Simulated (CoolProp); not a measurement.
Vapour-liquid equilibrium of propane (1) + m-xylene (2) at 340.3 K; x and y are mole fractions of (1).

Computed with CoolProp (multi-fluid Helmholtz-energy mixture model, Lemmon 2009 and Zhou 2012; pair parameters Bell 2016).

```tsv
x	bubble pressure (MPa)	y at the bubble point	dew pressure at overall composition x (MPa)	liquid density (mol/L)
0.05	0.1590	0.943	0.009466	7.889
0.125	0.3737	0.975	0.01028	8.100
0.2	0.5772	0.984	0.01125	8.316
0.275	0.7700	0.988	0.01242	8.536
0.35	0.9529	0.990	0.01385	8.758
0.425	1.127	0.991	0.01566	8.981
0.5	1.291	0.993	0.01802	9.201
0.575	1.449	0.994	0.02120	9.412
0.65	1.600	0.994	0.02575	9.605
0.725	1.750	0.995	0.03280	9.768
0.8	1.902	0.996	0.04515	9.875
0.875	2.067	0.997	0.07243	9.882
0.95	2.267	0.998	0.1830	9.692
```

No azeotrope shows between x = 0.05 and 0.95.

Pair parameters are fitted to limited data, so mixtures are less certain than the pure fluids. The gap from Raoult's law changes sign with composition, which may be real or a fault of the pair parameters; it wasn't checked against measurements.
